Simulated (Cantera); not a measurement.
Input: 1 mol Fe2O3, 3.4 mol C, 0.11 mol H2, at 1 atm.

Equilibrium computed with Cantera from the NASA thermochemical tables; the gas is ideal and each condensed phase is pure. Candidate condensed phases: C, C6H6, C7H8, C8H18, Fe, Fe(CO)5, FeO, Fe(OH)2, Fe(OH)3, Fe2O3, Fe3O4, H2O; 114 gas species. Iron dissolves carbon and melts from about 1420 K in contact with it, which pure phases cannot show. Condensed phases not in the tables: cementite and carbon dissolved in iron. The numbers say what is thermodynamically allowed, not how fast it happens.

What share of the Fe ends up in condensed phases as a function of T (K), at 1823, 1898, 1973, 2048, 2123, 2198, 2273, 2348, 2423, 2498?


```json
[
 {"T (K)": "1823", "Fe condensed (%)": "100.0", "as": "Fe(l)"},
 {"T (K)": "1898", "Fe condensed (%)": "100.0", "as": "Fe(l)"},
 {"T (K)": "1973", "Fe condensed (%)": "100.0", "as": "Fe(l)"},
 {"T (K)": "2048", "Fe condensed (%)": "99.9", "as": "Fe(l)"},
 {"T (K)": "2123", "Fe condensed (%)": "99.8", "as": "Fe(l)"},
 {"T (K)": "2198", "Fe condensed (%)": "99.6", "as": "Fe(l)"},
 {"T (K)": "2273", "Fe condensed (%)": "99.2", "as": "Fe(l)"},
 {"T (K)": "2348", "Fe condensed (%)": "98.5", "as": "Fe(l)"},
 {"T (K)": "2423", "Fe condensed (%)": "97.3", "as": "Fe(l)"},
 {"T (K)": "2498", "Fe condensed (%)": "95.2", "as": "Fe(l)"}
]
```
